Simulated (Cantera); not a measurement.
An adiabatic, constant-volume homogeneous reactor starts with CH4 : O2 : N2 = 1 : 3.28 : 12.3 (molar parts), equivalence ratio 0.61, at 1525 K and 960000 Pa. Integrator tolerance rtol = 1e-08.

Computed with Cantera and GRI-Mech 3.0 (53 species, 325 reactions).

Problem. What does this change do: initial temperature 1525 to 1650 K?

Solution. 
| quantity | before | after |
|---|---|---|
| time of steepest temperature rise | 0.122 ms | 42.9 µs |
| temperature at 0.600 s | 2820 K | 2885 K |
| equilibrium temperature | 2820 K | 2885 K |
| x(CH4) at 0.600 s | <1e-12 (gas-phase equilibrium <1e-12) | <1e-12 (gas-phase equilibrium <1e-12) |
| x(O2) at 0.600 s | 0.0663 (gas-phase equilibrium 0.0663) | 0.0657 (gas-phase equilibrium 0.0657) |
| x(C2H2) at 0.600 s | <1e-12 (gas-phase equilibrium <1e-12) | <1e-12 (gas-phase equilibrium <1e-12) |
| x(NO) at 0.600 s | 0.0204 (gas-phase equilibrium 0.0204) | 0.0221 (gas-phase equilibrium 0.0221) |
| x(C2H) at 0.600 s | <1e-12 (gas-phase equilibrium <1e-12) | <1e-12 (gas-phase equilibrium <1e-12) |
